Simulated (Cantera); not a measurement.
Input: 1 mol KCl, 0.056 mol HCl, 7.1 mol N2, equilibrated at 500 °C.

Equilibrium computed with Cantera from the NASA thermochemical tables; the gas is ideal and each condensed phase is pure. Candidate condensed phases: K, KCl, NH4Cl; 17 gas species. The numbers say what is thermodynamically allowed, not how fast it happens.

Problem. At 10.0 Pa, list the 4 most abundant gas species with their mole fractions, and the condensed phases.

Solution. N2 0.991, HCl 0.00782, KCl 0.000768, K2Cl2 0.000121. Condensed: KCl(s).
